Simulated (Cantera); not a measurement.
Feed: 1 mol Pb, 2.3 mol CO, 4.9 mol H₂, equilibrated at 0.0133 bar.

Method: chemical equilibrium by Gibbs-energy minimisation in Cantera with the NASA 1993 tables (ideal gas, pure condensed phases). Candidate condensed phases: C, C₆H₆, C₇H₈, C₈H₁₈, H₂O, Pb, PbO, PbO₂, Pb₃O₄; 113 gas species. The numbers say what is thermodynamically allowed, not how fast it happens.

x: gas mole fraction; n: condensed amount in mol.

| T (K) | x H₂ | x CO | x Pb | x H₂O | x CH₄ | x CO₂ | n C(graphite) | n Pb(l) |
|---|---|---|---|---|---|---|---|---|
| 1125 | 0.671 | 0.315 | 0.0142 | ? | 0.000173 | 7.72e-5 | 0.000621 | 0.896 |
| 1175 | 0.658 | 0.309 | 0.0327 | ? | 0.000111 | 3.45e-5 | 0 | 0.757 |
| 1225 | 0.633 | 0.297 | 0.0701 | ? | 6.74e-5 | 1.64e-5 | 0 | 0.457 |
| 1275 | 0.598 | 0.280 | 0.122 | ? | 3.82e-5 | 8.49e-6 | 0 | 0 |
| 1325 | 0.598 | 0.280 | 0.122 | ? | 2.50e-5 | 5.17e-6 | 0 | 0 |
| 1375 | 0.598 | 0.280 | 0.122 | ? | 1.68e-5 | 3.30e-6 | 0 | 0 |
| 1425 | 0.598 | 0.280 | 0.122 | ? | 1.13e-5 | 2.22e-6 | 0 | 0 |

**Question.** What belongs in the gaps?

**Answer.** 
- 1125, x H₂O: 0.000181
- 1175, x H₂O: 9.40e-5
- 1225, x H₂O: 5.12e-5
- 1275, x H₂O: 3.01e-5
- 1325, x H₂O: 2.05e-5
- 1375, x H₂O: 1.45e-5
- 1425, x H₂O: 1.08e-5
